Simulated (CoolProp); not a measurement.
Saturation properties of R245ca.

Values from CoolProp's reference Helmholtz-energy equation of state, Zhou 2016.

| T (K) | p (kPa) | liquid density (kg/m³) | vapour density (kg/m³) | liquid cp (kJ/(kg K)) | surface tension (mN/m) |
|---|---|---|---|---|---|
| 265.1 | 22.84 | 1467 | 1.407 | 1.338 | 20.6 |
| 267.3 | 25.56 | 1462 | 1.563 | 1.340 | 20.4 |
| 269.6 | 28.69 | 1457 | 1.742 | 1.342 | 20.1 |
| 271.8 | 31.97 | 1452 | 1.928 | 1.345 | 19.8 |
| 274.1 | 35.71 | 1446 | 2.139 | 1.347 | 19.5 |
| 276.3 | 39.62 | ? | 2.357 | 1.350 | 19.2 |
| 278.6 | 44.06 | 1435 | 2.604 | 1.353 | 18.9 |
| 280.9 | 48.90 | 1430 | 2.872 | ? | 18.6 |
| 283.1 | 53.92 | 1424 | 3.147 | 1.358 | 18.3 |
| 285.4 | 59.59 | 1419 | 3.457 | 1.361 | 18.0 |
| 287.6 | 65.46 | 1413 | 3.776 | 1.364 | 17.7 |
| 289.9 | 72.08 | 1408 | 4.133 | 1.367 | 17.4 |
| 292.1 | 78.90 | 1402 | 4.500 | 1.370 | 17.1 |
| 294.4 | 86.56 | 1397 | ? | 1.374 | 16.8 |

Problem. What belongs in the gaps?

Solution. 
- 276.3, liquid density (kg/m³): 1441
- 280.9, liquid cp (kJ/(kg K)): 1.355
- 294.4, vapour density (kg/m³): 4.910

It boils at 298.4 K under 1 atm.

Surface tension comes from a separate correlation (Mulero 2012).
